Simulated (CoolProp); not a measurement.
Vapour-liquid equilibrium of isobutane (1) + isobutene (2) at 58.55 °C; x and y are mole fractions of (1).

Values from CoolProp's multi-fluid Helmholtz-energy mixture model, Bücker 2006 and Lemmon 2005; pair parameters Bell 2016.

```tsv
x	bubble pressure (MPa)	y at the bubble point	dew pressure at overall composition x (MPa)	liquid density (mol/L)
0.05	0.7607	0.056	0.7600	9.625
0.125	0.7697	0.139	0.7683	9.542
0.2	0.7782	0.218	0.7763	9.461
0.275	0.7862	0.296	0.7841	9.381
0.35	0.7937	0.373	0.7915	9.303
0.425	0.8007	0.447	0.7986	9.226
0.5	0.8072	0.521	0.8054	9.151
0.575	0.8133	0.594	0.8118	9.077
0.65	0.8190	0.666	0.8178	9.005
0.725	0.8243	0.738	0.8234	8.935
0.8	0.8292	0.810	0.8286	8.865
0.875	0.8337	0.881	0.8333	8.797
0.95	0.8379	0.952	0.8377	8.731
```

No azeotrope shows between x = 0.05 and 0.95.

Pair parameters are fitted to limited data, so mixtures are less certain than the pure fluids.
